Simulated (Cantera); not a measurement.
Thermodynamics of boron, boron nitride and boron oxide, feed borazine + O2

Input: 1 mol borazine, a varied amount of O2, equilibrated at 9.00 Torr.

Method: chemical equilibrium by Gibbs-energy minimisation in Cantera with the NASA 1993 tables (ideal gas, pure condensed phases). Candidate condensed phases: B, BN, B2O3, B3O3H3, H2O; 39 gas species. The feed counts by its element totals alone. Mutual solubility and eutectic melting of coexisting phases are not modelled. Equilibrium is a limit: real reactors are often held back by kinetics, nucleation or transport.

Stable condensed phases:

```
T in °C \ n(O2) in mol
         0.23 0.43  0.8  1.5  2.8  5.3   10
   1602     A    A    A    A    B    B    B
   1577     A    A    A    A    B    B    B
   1552     A    A    A    A    B    B    B
   1527     A    A    A    A    B    B    B
   1502     A    A    A    A    B    B    B
   1477     A    A    A    A    B    B    B
   1452     A    A    A    C    D    B    B
   1427     A    A    C    C    D    B    B
   1402     A    A    C    C    D    B    B
   1377     A    C    C    C    D    B    B
   1352     C    C    C    C    D    D    B
   1327     C    C    C    C    D    D    D
   1302     C    C    C    C    D    D    D
   1277     C    C    C    C    D    D    D
```

A: BN; B: gas only; C: BN + B2O3; D: B2O3.
